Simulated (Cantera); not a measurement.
Charge: 1 mol BCl₃, 2 mol H₂, 0.75 mol N₂, held at 1450 K and 13.3 mbar.

Equilibrium computed with Cantera from the NASA thermochemical tables; the gas is ideal and each condensed phase is pure. Candidate condensed phases: B, BN, NH₄Cl; 21 gas species. N₂ is the only nitrogen source here; it is nearly inert below about 1500 K, so the nitride shown seldom forms there in practice. The tables' values for BCl₂ are old estimates; treat these amounts as uncertain. Gases not in the tables: BHCl₂. Kinetics and transport are ignored.

Base state: HCl 0.782, H₂ 0.142, N₂ 0.0697, BCl₃ 0.00600, Cl 0.000138, H 3.09e-5, BCl₂ 2.14e-5 (mole fractions); condensed: BN(s).

Problem. What changes in the equilibrium state with this change: 0.54 mol O₂ added?

Solution. 
```tsv
species	before	after
HCl	0.782	0.708
N₂	0.0697	0.151
H₂	0.142	0.129
BOCl	0	0.00460
HBO₂	0	0.00151
B₃O₃Cl₃	0	0.00118
HBO	0	0.000596
B₂O₃	0	0.000564
H₂O	0	0.000130
BN(s), mol	0.977	0.256
B₂O₃(l), mol	0	0.341
```
Mutual solubility and eutectic melting of coexisting phases are not modelled. The tables' values for BOCl, BCl₂ are old estimates; treat these amounts as uncertain. Further candidate phases: B₂O₃, B₃O₃H₃, H₂O.
